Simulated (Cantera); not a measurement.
An adiabatic, constant-pressure homogeneous reactor starts with 5.41 % CH4, 19.3 % O2, 72.5 % N2, 2.81 % CO2, equivalence ratio 0.56, at 1725 K and 3750 Torr.

Cantera simulation using GRI-Mech 3.0 (53 species, 325 reactions); the numbers are that mechanism's predictions, not measurements.

Question: Predict: time of steepest temperature rise; temperature at 0.100 s; equilibrium temperature; x(O2) at 0.100 s; x(H2) at 0.100 s; x(H) at 0.100 s; x(NO) at 0.100 s.

Answer: 
| Property | Result |
|---|---|
| time of steepest temperature rise | 45.1 µs |
| temperature at 0.100 s | 2631 K |
| equilibrium temperature | 2631 K |
| x(O2) at 0.100 s | 0.0767 (gas-phase equilibrium 0.0767) |
| x(H2) at 0.100 s | 0.00176 (gas-phase equilibrium 0.00176) |
| x(H) at 0.100 s | 0.000822 (gas-phase equilibrium 0.000822) |
| x(NO) at 0.100 s | 0.0165 (gas-phase equilibrium 0.0165) |
